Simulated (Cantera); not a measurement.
Cantera run:

```python
import numpy as np
import cantera as ct

gas_names = """
    Mg MgO MgS Mg2 O O2 O3 S SO SO2 SO3 S2 S2O S8
""".split()
cond_names = """
    Mg(cr) Mg(L) MgO(s) MgO(L) MgS(s) MgSO4(s) MgSO4(L) S(cr1) S(cr2) S(L)
""".split()


# ... load() reads the species with a 1 bar reference pressure and builds the phases ...
atoms = {
    'MgO': {'Mg': 1, 'O': 1},
    'SO3': {'S': 1, 'O': 3},
    'O2': {'O': 2},
}
top_T = {'MgS(s)': 2250}  # K; cautious upper limits of use, not melting points


# ... equilibrate(T, P, feed) seeds the gas with the atoms and calls Mixture.equilibrate('TP', solver="vcs", rtol=1e-11, max_steps=5000) ...
results = []
feed = {'MgO': 1, 'SO3': 1.2, 'O2': 7.6}  # mol
P = 24000  # Pa
for T in [1148, 1223, 1298, 1373, 1448, 1523, 1598, 1673]:
    mix = equilibrate(T, P, feed)
    results.append((T, P, feed, dict(zip(mix.species_names, mix.species_moles))))

top = {s: max(r[3][s] / sum(r[3][g] for g in gas_names) for r in results) for s in gas_names}
cols = sorted((s for s in top if top[s] > 0.001), key=lambda s: -top[s])[:6]
seen = [c for c in cond_names if any(r[3].get(c, 0) > 1e-12 for r in results)]
print("log10 of partial pressures in bar; condensed amounts in mol")
print(f"{'T/K':>10s}" + "".join(f"{s[:9]:>10s}" for s in cols + seen))
for T, P, feed, n in results:
    ng = sum(n[g] for g in gas_names)
    print(f"{T:10.4g}" + "".join(f"{np.log10(max(n[s] / ng * P / 1e5, 1e-99)):10.3f}" for s in cols)
          + "".join(f"{n.get(c, 0):10.4g}" for c in seen))
```

Result:

```
log10 of partial pressures in bar; condensed amounts in mol
       T/K        O2       SO2       SO3    MgO(s)  MgSO4(s)
      1148    -0.631    -2.292    -3.006         0         1
      1223    -0.664    -1.675    -2.676    0.6565    0.3435
      1298    -0.679    -1.536    -2.783         1         0
      1373    -0.679    -1.528    -2.986         1         0
      1448    -0.679    -1.523    -3.170         1         0
      1523    -0.679    -1.520    -3.337         1         0
      1598    -0.679    -1.518    -3.489         1         0
      1673    -0.679    -1.517    -3.627         1         0
```

Method: chemical equilibrium by Gibbs-energy minimisation in Cantera with the NASA 1993 tables (ideal gas, pure condensed phases). Mutual solubility and eutectic melting of coexisting phases are not modelled.
